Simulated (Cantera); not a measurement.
What does this Cantera script print?

```python
import numpy as np
import cantera as ct

gas = ct.Solution("gri30.yaml")


def delay(T, t_max=10):
    gas.TPX = T, 2300000, {'CH4': 1, 'C2H6': 0.1, 'C3H8': 0.071, 'O2': 3.51, 'N2': 13.7, 'CO2': 0.39}
    reactor = ct.IdealGasReactor(gas, clone=False)
    net = ct.ReactorNet([reactor])
    net.rtol, net.atol = 1e-8, 1e-16
    while net.time < t_max:
        t_old, T_old = net.time, reactor.T
        net.step()
        if reactor.T > T + 400:  # ignition: a rise of 400 K
            return t_old + (T + 400 - T_old) / (reactor.T - T_old) * (net.time - t_old)
    return np.nan


taus = []
for T in [1125, 1200, 1275, 1350, 1425]:
    taus.append(delay(T))
    print(f"T0 = {T:6g} K   tau = {taus[-1]:.4e} s")

# d ln(tau) / d ln(k), from doubling and halving each rate constant
T, sens = 1275, []
for i in range(gas.n_reactions):
    gas.set_multiplier(2.0, i)
    up = delay(T)
    gas.set_multiplier(0.5, i)
    down = delay(T)
    gas.set_multiplier(1.0, i)
    sens.append((np.log(up / down) / np.log(4.0), gas.reaction(i).equation))
sens.sort(key=lambda x: -abs(x[0]))
print(f"sensitivities at {T} K")
for s, eq in sens[:10]:
    print(f"{s:8.3f}  {eq}")
```

Output:

```
T0 =   1125 K   tau = 1.4268e-03 s
T0 =   1200 K   tau = 5.1407e-04 s
T0 =   1275 K   tau = 2.0638e-04 s
T0 =   1350 K   tau = 8.9769e-05 s
T0 =   1425 K   tau = 4.1747e-05 s
sensitivities at 1275 K
  -0.762  CH3 + HO2 <=> CH3O + OH
   0.410  2 CH3 (+M) <=> C2H6 (+M)
  -0.349  H + O2 <=> O + OH
   0.292  CH4 + OH <=> CH3 + H2O
  -0.291  C2H6 + OH <=> C2H5 + H2O
   0.275  2 HO2 <=> H2O2 + O2
   0.159  CH4 + H <=> CH3 + H2
  -0.143  CH3 + O2 <=> CH3O + O
  -0.128  C2H5 + CH3 (+M) <=> C3H8 (+M)
  -0.119  2 OH (+M) <=> H2O2 (+M)
```

Cantera simulation using GRI-Mech 3.0 (53 species, 325 reactions); the numbers are that mechanism's predictions, not measurements. The pressure lies above the range GRI-Mech 3.0 was tuned for (to about 10 atm).
